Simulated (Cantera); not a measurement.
A closed system holds: 1 mol BaF2, 7.4 mol H2O, 0.28 mol N2, equilibrated at 2073 K and 0.270 Pa.

Equilibrium computed with Cantera from the NASA thermochemical tables; the gas is ideal and each condensed phase is pure. Candidate condensed phases: Ba, BaF2, BaO, Ba(OH)2, H2O; 45 gas species. Rates play no part.

Base state: H 0.444, O 0.177, H2 0.0770, H2O 0.0652, O2 0.0641, HF 0.0577, OH 0.0428, BaF 0.0388 (mole fractions); condensed: gas only.

What changes in the equilibrium state with this change: N2 from 0.28 to 3.4 mol?


```
species    before     after
-------  --------  --------
H           0.444     0.394
O           0.177     0.159
N2         0.0153     0.158
H2O        0.0652    0.0460
H2         0.0770    0.0605
OH         0.0428    0.0341
O2         0.0641    0.0517
BaF        0.0388    0.0323
HF         0.0577    0.0485
NO       0.000716   0.00206
Ba(OH)2   1.16e-5   6.44e-6
BaOH     0.000931  0.000651
BaF2      0.00775   0.00613
Ba        0.00861   0.00756
```
